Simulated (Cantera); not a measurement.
Input (Python, Cantera) and output of one run.

```python
import numpy as np
import cantera as ct

gas_names = """
    C CH CH2 CH3 CH2OH CH3O CH4 CH3OH CN CO CO2 COOH C2 C2H CHCO,ketyl C2H2,acetylene C2H2,vinylidene
    CH2CO,ketene C2H3,vinyl CH3CN CH3CO,acetyl C2H4 C2H4O,ethylen CH3CHO,ethanal CH3COOH (HCOOH)2 C2H5
    C2H6 CH3OCH3 C2H5OH CCN CNC C2N2 C2O C3 C3H3,propargyl C3H4,allene C3H4,propyne C3H4,cyclo-
    C3H5,allyl C3H6,propylene C3H6,cyclo- C3H6O C3H7,n-propyl C3H7,i-propyl C3H8 C3H8O,1propanol
    C3H8O,2propanol C3O2 C4 C4H2 C4H4,1,3-cyclo- C4H6,butadiene C4H6,2-butyne C4H6,cyclo- C4H8,1-butene
    C4H8,cis2-buten C4H8,tr2-butene C4H8,isobutene C4H8,cyclo- (CH3COOH)2 C4H9,n-butyl C4H9,i-butyl
    C4H9,s-butyl C4H9,t-butyl C4H10,isobutane C4H10,n-butane C4N2 C5 C5H6,1,3cyclo- C5H8,cyclo-
    C5H10,1-pentene C5H10,cyclo- C5H11,pentyl C5H11,t-pentyl C5H12,n-pentane C5H12,i-pentane
    CH3C(CH3)2CH3 C6H2 C6H5,phenyl C6H5O,phenoxy C6H6 C6H5OH,phenol C6H10,cyclo- C6H12,1-hexene
    C6H12,cyclo- C6H13,n-hexyl C7H7,benzyl C7H8 C7H8O,cresol C7H14,1-heptene C7H15,n-heptyl
    C7H16,n-heptane C8H8,styrene C8H10,ethylbenz C8H16,1-octene C8H17,n-octyl C8H18,isooctane
    C8H18,n-octane C9H19,n-nonyl C10H8,naphthale C10H21,n-decyl C12H9,o-bipheny C12H10,bipheny H HCN HCO
    HCCN HNC HNCO HNO HNO2 HNO3 HO2 H2 HCHO,formaldehy HCOOH H2O H2O2 N NCO NH NH2 NH3 NH2OH NO NO2 NO3
    N2 N2H2 N2H4 N2O O OH O2 O3
""".split()
cond_names = """
    C(gr) C6H6(L) C7H8(L) C8H18(L),n-octa H2O(s) H2O(L)
""".split()


def load(file, names, dense=False):
    # The tables refer to 1 bar. Condensed volumes are neglected.
    table = {s.name: s for s in ct.Species.list_from_file(file)}
    out = []
    for n in names:
        d = dict(table[n].input_data)
        d["thermo"] = dict(d["thermo"], **{"reference-pressure": 1e5})
        if dense:
            d["equation-of-state"] = {"model": "constant-volume", "density": "1e6 g/cm^3"}
        out.append(ct.Species.from_dict(d))
    return out


gas = ct.Solution(thermo="ideal-gas", species=load("nasa_gas.yaml", gas_names))
cond = {s.name: ct.Solution(thermo="fixed-stoichiometry", species=[s], name=s.name)
        for s in load("nasa_condensed.yaml", cond_names, dense=True)}
atoms = {
    'C3H6': {'C': 3, 'H': 6},
    'H2O': {'H': 2, 'O': 1},
    'N2': {'N': 2},
}
top_T = {'C(gr)': 4500}  # K; cautious upper limits of use, not melting points


def equilibrate(T, P, feed):
    n = {}
    for name, mol in feed.items():
        for a, k in atoms[name].items():
            n[a] = n.get(a, 0.0) + k * mol
    gas.TPX = T, P, n
    mass = sum(n.values()) * gas.mean_molecular_weight
    gas.equilibrate("TP")
    valid = [c for c in cond.values() if c.min_temp <= T <= top_T.get(c.name, c.max_temp)]
    mix = ct.Mixture([(gas, mass / gas.mean_molecular_weight)] + [(c, 0.0) for c in valid])
    mix.T, mix.P = T, P
    mix.equilibrate("TP", solver="vcs", rtol=1e-11, max_steps=5000)
    return mix


results = []
feed = {'C3H6': 1, 'H2O': 0.04, 'N2': 0.34}  # mol
P = 650  # Pa
for T in [525, 575, 625, 675, 725, 775, 825, 875, 925, 975, 1025, 1075, 1125, 1175]:
    mix = equilibrate(T, P, feed)
    results.append((T, P, feed, dict(zip(mix.species_names, mix.species_moles))))

top = {s: max(r[3][s] / sum(r[3][g] for g in gas_names) for r in results) for s in gas_names}
cols = sorted((s for s in top if top[s] > 1e-06), key=lambda s: -top[s])[:8]
seen = [c for c in cond_names if any(r[3].get(c, 0) > 1e-12 for r in results)]
print("log10 of partial pressures in bar; condensed amounts in mol")
print(f"{'T/K':>10s}" + "".join(f"{s[:9]:>10s}" for s in cols + seen))
for T, P, feed, n in results:
    ng = sum(n[g] for g in gas_names)
    print(f"{T:10.4g}" + "".join(f"{np.log10(max(n[s] / ng * P / 1e5, 1e-99)):10.3f}" for s in cols)
          + "".join(f"{n.get(c, 0):10.4g}" for c in seen))
```

It prints:

```
log10 of partial pressures in bar; condensed amounts in mol
       T/K        H2       CH4        N2       H2O        CO       CO2       NH3       HCN     C(gr)
       525    -2.726    -2.456    -2.998    -3.930    -7.184    -6.448    -6.336   -14.481     1.818
       575    -2.475    -2.662    -3.059    -3.995    -6.339    -6.260    -6.429   -13.223     2.152
       625    -2.335    -2.986    -3.121    -4.073    -5.578    -6.000    -6.624   -12.207     2.535
       675    -2.275    -3.385    -3.159    -4.182    -4.912    -5.741    -6.874   -11.365     2.791
       725    -2.252    -3.794    -3.176    -4.413    -4.444    -5.728    -7.131   -10.647     2.899
       775    -2.244    -4.177    -3.184    -4.812    -4.222    -6.087    -7.369   -10.024     2.934
       825    -2.241    -4.525    -3.187    -5.289    -4.150    -6.646    -7.586    -9.478     2.947
       875    -2.239    -4.839    -3.189    -5.758    -4.129    -7.226    -7.780    -8.994     2.953
       925    -2.239    -5.122    -3.189    -6.189    -4.122    -7.767    -7.955    -8.563     2.956
       975    -2.239    -5.378    -3.189    -6.580    -4.120    -8.258    -8.114    -8.177     2.958
      1025    -2.238    -5.611    -3.189    -6.934    -4.120    -8.703    -8.258    -7.829     2.959
      1075    -2.238    -5.823    -3.190    -7.256    -4.119    -9.105    -8.389    -7.514     2.959
      1125    -2.238    -6.016    -3.190    -7.549    -4.119    -9.471    -8.509    -7.227     2.959
      1175    -2.238    -6.194    -3.190    -7.818    -4.119    -9.805    -8.619    -6.965      2.96
```

Cantera equilibrium calculation (NASA polynomials, part measured and part estimated; ideal gas, pure solids and liquids).
